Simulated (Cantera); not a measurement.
Cantera run, input and output.

```python
import numpy as np
import cantera as ct

gas = ct.Solution("gri30.yaml")


def delay(T, t_max=10):
    gas.TPX = T, 470000, {'CO': 1, 'H2': 1, 'O2': 1.82, 'N2': 12.7}
    reactor = ct.IdealGasReactor(gas, clone=False)
    net = ct.ReactorNet([reactor])
    net.rtol, net.atol = 1e-8, 1e-16
    while net.time < t_max:
        t_old, T_old = net.time, reactor.T
        net.step()
        if reactor.T > T + 400:  # ignition: a rise of 400 K
            return t_old + (T + 400 - T_old) / (reactor.T - T_old) * (net.time - t_old)
    return np.nan


taus = []
for T in [1125, 1225, 1325, 1425, 1525, 1625, 1725, 1825]:
    taus.append(delay(T))
    print(f"T0 = {T:6g} K   tau = {taus[-1]:.4e} s")
```

Output:

```
T0 =   1125 K   tau = 1.1335e-04 s
T0 =   1225 K   tau = 2.5510e-05 s
T0 =   1325 K   tau = 1.3999e-05 s
T0 =   1425 K   tau = 9.8859e-06 s
T0 =   1525 K   tau = 8.0251e-06 s
T0 =   1625 K   tau = 7.1595e-06 s
T0 =   1725 K   tau = 6.8415e-06 s
T0 =   1825 K   tau = 6.8870e-06 s
```

Computed with Cantera and GRI-Mech 3.0 (53 species, 325 reactions). The hydrogen kinetics of GRI-Mech 3.0 are dated; newer H2 mechanisms differ, most at raised pressure. Where the delays flatten at high temperature, the 400 K rule measures the pace of heat release, not the induction time.
